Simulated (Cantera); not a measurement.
Input: 1 mol BaF₂, 8.3 mol O₂, a varied amount of H₂, 0.18 mol HF, equilibrated at 1675 K and 1500 Pa.

Equilibrium computed with Cantera from the NASA thermochemical tables; the gas is ideal and each condensed phase is pure. Candidate condensed phases: Ba, BaF₂, BaO, Ba(OH)₂, H₂O; 27 gas species. Mutual solubility and eutectic melting of coexisting phases are not modelled. The numbers say what is thermodynamically allowed, not how fast it happens.

Task: Which condensed phases are stable at each of these points (n(H₂) (mol)): 18, 51, 83, 120, 150, 180, 210, 250, 280, 310, 340, 380?

Result: 
```json
[
 {"n(H₂) (mol)": "18", "condensed phases": "BaF₂(l) + BaO(s)", "Ba condensed (%)": "21.7"},
 {"n(H₂) (mol)": "51", "condensed phases": "BaO(s)", "Ba condensed (%)": "19.1"},
 {"n(H₂) (mol)": "83", "condensed phases": "BaO(s)", "Ba condensed (%)": "17.1"},
 {"n(H₂) (mol)": "120", "condensed phases": "BaO(s)", "Ba condensed (%)": "14.8"},
 {"n(H₂) (mol)": "150", "condensed phases": "BaO(s)", "Ba condensed (%)": "12.9"},
 {"n(H₂) (mol)": "180", "condensed phases": "BaO(s)", "Ba condensed (%)": "11.0"},
 {"n(H₂) (mol)": "210", "condensed phases": "BaO(s)", "Ba condensed (%)": "9.2"},
 {"n(H₂) (mol)": "250", "condensed phases": "BaO(s)", "Ba condensed (%)": "6.8"},
 {"n(H₂) (mol)": "280", "condensed phases": "BaO(s)", "Ba condensed (%)": "5.0"},
 {"n(H₂) (mol)": "310", "condensed phases": "BaO(s)", "Ba condensed (%)": "3.2"},
 {"n(H₂) (mol)": "340", "condensed phases": "BaO(s)", "Ba condensed (%)": "1.4"},
 {"n(H₂) (mol)": "380", "condensed phases": "gas only", "Ba condensed (%)": "0.0"}
]
```

At 18 mol H₂ the condensed part is BaF₂(l) + BaO(s). From 51 mol H₂ to 340 mol H₂ the condensed part is BaO(s). At 380 mol H₂ nothing is condensed.
